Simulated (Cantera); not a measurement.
Charge: 1 mol Fe3O4, 3.1 mol CO, equilibrated at 0.100 bar.

Equilibrium computed with Cantera from the NASA thermochemical tables; the gas is ideal and each condensed phase is pure. Candidate condensed phases: C, Fe, Fe(CO)5, FeO, Fe2O3, Fe3O4; 15 gas species. The tables' stoichiometric FeO is somewhat more stable than real wüstite, so its field is too wide. FeO: taken at fixed stoichiometry. Equilibrium is a limit: real reactors are often held back by kinetics, nucleation or transport.

Task: Which condensed phases are stable at each of these points (T (K)): 1248, 1398, 1548, 1698, 1848, 1998, 2148, 2298?

Result: 
| T (K) | condensed phases | Fe condensed (%) |
|---|---|---|
| 1248 | FeO(s) | 100.0 |
| 1398 | FeO(s) | 100.0 |
| 1548 | FeO(s) | 100.0 |
| 1698 | FeO(l) | 100.0 |
| 1848 | FeO(l) | 100.0 |
| 1998 | FeO(l) | 99.9 |
| 2148 | FeO(l) | 99.6 |
| 2298 | FeO(l) | 98.7 |

From 1248 K to 1548 K the condensed part is FeO(s). From 1698 K to 2298 K the condensed part is FeO(l).
